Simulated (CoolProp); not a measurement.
Vapour-liquid equilibrium of n-butane (1) + acetone (2) at 4.21 bar; x and y are mole fractions of (1).

Model: multi-fluid Helmholtz-energy mixture model, Bücker 2006 and Lemmon 2006; pair parameters Bell 2016, in CoolProp.

### Question
Give the bubble temperature and the first vapour's composition at x = 0.25, 0.75, 0.95. Is there an azeotrope?

### Answer
x = 0.25: 59.4 °C, y = 0.760; x = 0.75: 46.8 °C, y = 0.889; x = 0.95: 44.3 °C, y = 0.964. No azeotrope shows between x = 0.05 and 0.95.

The pair parameters rest on a limited set of measurements; away from them the model extrapolates. With so large a gap from Raoult's law the liquid may split in two, which this calculation doesn't test in full.
